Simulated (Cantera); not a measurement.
A closed system holds: 1 mol Si₃N₄, 1.4 mol CO₂, 170 mol N₂, held at 0.00353 Torr.

Method: chemical equilibrium by Gibbs-energy minimisation in Cantera with the NASA 1993 tables (ideal gas, pure condensed phases). Candidate condensed phases: C, Si, SiC, SiO₂, Si₂N₂O, Si₃N₄; 34 gas species. Mutual solubility and eutectic melting of coexisting phases are not modelled. Rates play no part.

Question: What share of the Si ends up in condensed phases as a function of T (K), at 1023, 1098, 1173, 1248, 1323, 1398, 1473, 1548, 1623, 1698, 1773, 1848?

Answer: 
```json
[
 {"T (K)": "1023", "Si condensed (%)": "100.0", "as": "Si₂N₂O(s)"},
 {"T (K)": "1098", "Si condensed (%)": "100.0", "as": "Si₂N₂O(s)"},
 {"T (K)": "1173", "Si condensed (%)": "100.0", "as": "SiC(s) + Si₂N₂O(s)"},
 {"T (K)": "1248", "Si condensed (%)": "98.9", "as": "SiC(s) + Si₂N₂O(s)"},
 {"T (K)": "1323", "Si condensed (%)": "81.0", "as": "SiC(s) + Si₂N₂O(s)"},
 {"T (K)": "1398", "Si condensed (%)": "26.5", "as": "SiC(s)"},
 {"T (K)": "1473", "Si condensed (%)": "25.7", "as": "SiC(s)"},
 {"T (K)": "1548", "Si condensed (%)": "20.9", "as": "SiC(s)"},
 {"T (K)": "1623", "Si condensed (%)": "4.5", "as": "SiC(s)"},
 {"T (K)": "1698", "Si condensed (%)": "0.0", "as": "-"},
 {"T (K)": "1773", "Si condensed (%)": "0.0", "as": "-"},
 {"T (K)": "1848", "Si condensed (%)": "0.0", "as": "-"}
]
```
